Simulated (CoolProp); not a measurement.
Vapour pressure (MPa) of R123: the reference equation beside estimates from Tc = 456.8 K, pc = 3.662 MPa, ω = 0.282.

Model: reference Helmholtz-energy equation of state, Younglove 1994, in CoolProp. It is a modified Benedict-Webb-Rubin equation, recast in Helmholtz form.

| T (K) | reference | van der Waals | Soave-Redlich-Kwong |
|---|---|---|---|
| 243.5 | 0.006892 | 0.1550 | 0.006868 |
| 252.2 | 0.01139 | 0.1933 | 0.01132 |
| 260.9 | 0.01807 | 0.2378 | 0.01795 |
| 269.7 | 0.02782 | 0.2896 | 0.02762 |
| 278.4 | 0.04127 | 0.3478 | (withheld) |
| 287.1 | (withheld) | 0.4136 | 0.05915 |
| 295.8 | 0.08366 | 0.4872 | 0.08325 |
| 304.5 | 0.1150 | 0.5691 | 0.1145 |
| 313.2 | 0.1547 | 0.6596 | 0.1544 |
| 322 | 0.2051 | 0.7603 | 0.2050 |
| 330.7 | (withheld) | 0.8693 | 0.2668 |
| 339.4 | 0.3407 | 0.9879 | 0.3419 |

Problem. Some entries are withheld; supply them.

Solution. 
- 278.4, Soave-Redlich-Kwong: 0.04099
- 287.1, reference: 0.05951
- 330.7, reference: 0.2663

Absolute difference from the reference over all 12 rows, mean and median: van der Waals 761.0 and 538.7 %, Soave-Redlich-Kwong 0.4 and 0.5 %.
